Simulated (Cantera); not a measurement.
Si2H6 + O3 + N2 (silicon oxide and oxynitride deposition)

Charge: 1 mol Si2H6, 2.4 mol O3, 2.8 mol N2, at 873.15 K and 0.165 Torr.

Equilibrium computed with Cantera from the NASA thermochemical tables; the gas is ideal and each condensed phase is pure. Candidate condensed phases: H2O, Si, SiO2, Si2N2O, Si3N4; 35 gas species. The feed counts by its element totals alone. Kinetics and transport are ignored.

- x(H2O): 0.508
- x(N2): 0.475
- x(O2): 0.0169
- x(NO): 1.40e-6
- n(SiO2(β-quartz)): 2.00 mol
- gas amount: 5.900 mol
- log10 activity of Si(s) (absent): -39.59
